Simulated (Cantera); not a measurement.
What does this Cantera script print?

```python
import numpy as np
import cantera as ct

gas = ct.Solution("gri30.yaml")
gas.TPX = 1850, 2700000, {'CH4': 1, 'CO2': 2.5}
inlet = ct.Reservoir(gas, clone=True)

reactor = ct.IdealGasConstPressureReactor(gas, energy="off", clone=False)
exhaust = ct.Reservoir(gas, clone=True)
tau = [0.51, 0.29, 0.17, 0.095, 0.055, 0.031, 0.018, 0.01, 0.0059, 0.0034, 0.002][0]
for a, b in ((inlet, reactor), (reactor, exhaust)):
    ct.MassFlowController(a, b, mdot=lambda t: reactor.mass / tau)
net = ct.ReactorNet([reactor])
show = ['CH4', 'CO2', 'CH2CO', 'C2H', 'CO', 'H2O', 'OH']

rows = []
print(f"{'tau/s':>10s}{'T/K':>9s}" + "".join(f"{s:>11s}" for s in show))
for tau in [0.51, 0.29, 0.17, 0.095, 0.055, 0.031, 0.018, 0.01, 0.0059, 0.0034, 0.002]:
    net.initial_time = 0.0
    net.advance(30 * tau)
    before = gas.X
    net.advance(40 * tau)
    drift = np.max(np.abs(gas.X - before) / (gas.X + 1e-9))
    rows.append([gas.T, *gas[show].X, drift])
    print(f"{tau:10.3e}{gas.T:9.1f}" + "".join(f"{x:11.3e}" for x in gas[show].X))
```

Result:

```
     tau/s      T/K        CH4        CO2      CH2CO        C2H         CO        H2O         OH
 5.100e-01   1850.0  4.874e-03  1.157e-01  3.268e-06  2.793e-09  5.212e-01  1.677e-01  2.939e-06
 2.900e-01   1850.0  6.922e-03  1.199e-01  5.417e-06  5.833e-09  5.167e-01  1.699e-01  3.017e-06
 1.700e-01   1850.0  9.304e-03  1.259e-01  8.630e-06  1.099e-08  5.100e-01  1.729e-01  3.128e-06
 9.500e-02   1850.0  1.237e-02  1.353e-01  1.408e-05  2.048e-08  4.988e-01  1.776e-01  3.302e-06
 5.500e-02   1850.0  1.566e-02  1.478e-01  2.181e-05  3.449e-08  4.837e-01  1.833e-01  3.526e-06
 3.100e-02   1850.0  1.957e-02  1.656e-01  3.346e-05  5.592e-08  4.620e-01  1.901e-01  3.826e-06
 1.800e-02   1850.0  2.384e-02  1.876e-01  4.836e-05  8.339e-08  4.352e-01  1.965e-01  4.159e-06
 1.000e-02   1850.0  2.940e-02  2.176e-01  6.821e-05  1.205e-07  3.994e-01  2.018e-01  4.536e-06
 5.900e-03   1850.0  3.575e-02  2.507e-01  8.726e-05  1.580e-07  3.613e-01  2.035e-01  4.827e-06
 3.400e-03   1850.0  4.465e-02  2.918e-01  1.038e-04  1.957e-07  3.162e-01  2.000e-01  4.983e-06
 2.000e-03   1850.0  5.666e-02  3.386e-01  1.101e-04  2.219e-07  2.682e-01  1.891e-01  4.877e-06
```

Detailed kinetics in Cantera: GRI-Mech 3.0 (53 species, 325 reactions). The pressure lies above the range GRI-Mech 3.0 was tuned for (to about 10 atm).
